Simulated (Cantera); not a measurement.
Stirred combustor or abatement burner

A perfectly stirred reactor is fed with CH₄ : O₂ : N₂ = 1 : 3.92 : 14.7 (molar parts), equivalence ratio 0.51, at 0.300 bar; it is adiabatic with a 625 K inlet, and is followed from long to short residence time, starting on the burning branch (τ in s: 0.039, 0.022, 0.013, 0.0072, 0.0041, 0.0024, 0.0013, 0.00077, 0.00044, 0.00025, 0.00014, 8.2e-05, 4.7e-05).

Model: GRI-Mech 3.0 (53 species, 325 reactions), integrated in Cantera.

```
τ (s)    T (K)     x CH₄    x O₂    x HCO     x NO₂   x CH₂CO
-------  -----  --------  ------  -------  --------  --------
0.039     1729   2.51e-5  0.0974  1.19e-7   4.66e-9  9.65e-10
0.022     1717   3.62e-5  0.0975  2.15e-7   3.39e-9   1.54e-9
0.013     1702   5.12e-5  0.0976  3.66e-7   2.59e-9   2.39e-9
0.0072    1680   7.73e-5  0.0979  6.61e-7   1.97e-9   4.04e-9
0.0041    1655  0.000118  0.0984  1.15e-6   1.55e-9   7.05e-9
0.0024    1625  0.000182  0.0992  1.93e-6   1.23e-9   1.29e-8
0.0013    1583  0.000322   0.101  3.47e-6  9.10e-10   2.93e-8
0.00077   1540  0.000573   0.103  5.75e-6  6.65e-10   7.17e-8
0.00044   1479   0.00129   0.109  1.00e-5  4.45e-10   2.89e-7
0.00025    625    0.0510   0.200   <1e-12    <1e-12    <1e-12
0.00014    625    0.0510   0.200   <1e-12    <1e-12    <1e-12
8.2e-5     625    0.0510   0.200   <1e-12    <1e-12    <1e-12
4.7e-5     625    0.0510   0.200   <1e-12    <1e-12    <1e-12
```
x: mole fraction; the columns are a selection and need not sum to one.
